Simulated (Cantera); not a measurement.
Source: NASA polynomial tables (part measured, part estimated), evaluated in Cantera. Values are per mole of reaction as written; species without (g) are pure solids or liquids, kept so even where they would boil at 1 bar.

Problem. Between 2275 and 2400 K, where is each reaction favourable under standard conditions?
- Pb(g) + 2 Cl(g) → PbCl₂(g)

Solution. 
- Pb(g) + 2 Cl(g) → PbCl₂(g): ΔG° is -160 kJ at 2275 K and -135 kJ at 2400 K; it stays negative (K > 1). ΔH° is -630 kJ and ΔS° -206 J/K at 2400 K.
